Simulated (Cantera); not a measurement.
An isothermal, constant-pressure homogeneous reactor starts with H2 : O2 = 0.043 : 2.4 (molar parts), equivalence ratio 0.0090, at 975 K and 0.0133 bar.

Model: the H2/O2 subset of GRI-Mech 3.0, which has no nitrogen chemistry, integrated in Cantera. Radical loss at walls, strong at low pressure, is not modelled.

x: mole fraction; the columns are a selection and need not sum to one.

```
t (s)         x H2   x O2    x H2O2       x O     x HO2
--------  --------  -----  --------  --------  --------
1.00e-5     0.0176  0.982    <1e-12    <1e-12    <1e-12
6.88e-5     0.0176  0.982    <1e-12  1.09e-12  5.74e-12
0.000473    0.0176  0.982    <1e-12  3.27e-11  3.99e-11
0.00325     0.0176  0.982    <1e-12       ___  3.60e-10
0.0224    0.000791  0.973   9.77e-8       ___   4.83e-6
0.154      1.58e-5  0.981   2.91e-8       ___   1.37e-6
1.06       4.18e-7  0.982   1.38e-8       ___   1.69e-7
7.27       1.36e-8  0.982   2.70e-9       ___   1.20e-8
50.0      9.26e-10  0.982  3.91e-10       ___   1.12e-9
```

**Question.** Complete the blanks.

**Answer.** 
- 0.00325, x O: 3.81e-9
- 0.0224, x O: 0.00753
- 0.154, x O: 0.000842
- 1.06, x O: 2.64e-5
- 7.27, x O: 1.08e-6
- 50.0, x O: 8.48e-8
